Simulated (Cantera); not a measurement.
Input (Python, Cantera):

```python
import numpy as np
import cantera as ct

gas = ct.Solution("gri30.yaml")
gas.TPX = 1273, 210, {'H2': 0.061, 'O2': 1}
inlet = ct.Reservoir(gas, clone=True)

reactor = ct.IdealGasConstPressureReactor(gas, energy="off", clone=False)
exhaust = ct.Reservoir(gas, clone=True)
tau = [8.7, 3.4, 1.3, 0.51, 0.2, 0.078, 0.03, 0.012, 0.0046][0]
for a, b in ((inlet, reactor), (reactor, exhaust)):
    ct.MassFlowController(a, b, mdot=lambda t: reactor.mass / tau)
net = ct.ReactorNet([reactor])
show = ['H2', 'O2', 'H2O2', 'H2O', 'H']

rows = []
print(f"{'tau/s':>10s}{'T/K':>9s}" + "".join(f"{s:>11s}" for s in show))
for tau in [8.7, 3.4, 1.3, 0.51, 0.2, 0.078, 0.03, 0.012, 0.0046]:
    net.initial_time = 0.0
    net.advance(30 * tau)
    before = gas.X
    net.advance(40 * tau)
    drift = np.max(np.abs(gas.X - before) / (gas.X + 1e-9))
    rows.append([gas.T, *gas[show].X, drift])
    print(f"{tau:10.3e}{gas.T:9.1f}" + "".join(f"{x:11.3e}" for x in gas[show].X))
```

Result:

```
     tau/s      T/K         H2         O2       H2O2        H2O          H
 8.700e+00   1273.0  3.325e-04  9.291e-01  1.281e-08  5.652e-02  1.240e-03
 3.400e+00   1273.0  5.357e-04  9.219e-01  1.396e-08  5.505e-02  2.561e-03
 1.300e+00   1273.0  7.940e-04  9.131e-01  1.453e-08  5.312e-02  4.573e-03
 5.100e-01   1273.0  1.067e-03  9.054e-01  1.480e-08  5.126e-02  6.626e-03
 2.000e-01   1273.0  1.407e-03  9.007e-01  1.533e-08  4.976e-02  8.172e-03
 7.800e-02   1273.0  2.036e-03  8.989e-01  1.676e-08  4.830e-02  9.221e-03
 3.000e-02   1273.0  3.481e-03  8.997e-01  1.995e-08  4.607e-02  1.008e-02
 1.200e-02   1273.0  6.627e-03  9.028e-01  2.518e-08  4.218e-02  1.066e-02
 4.600e-03   1273.0  1.384e-02  9.092e-01  3.111e-08  3.478e-02  1.022e-02
```

Cantera simulation using GRI-Mech 3.0 (53 species, 325 reactions); the numbers are that mechanism's predictions, not measurements. Radical loss at walls, strong at low pressure, is not modelled. The temperature is held fixed by assumption; the heat of reaction is taken as removed at once.
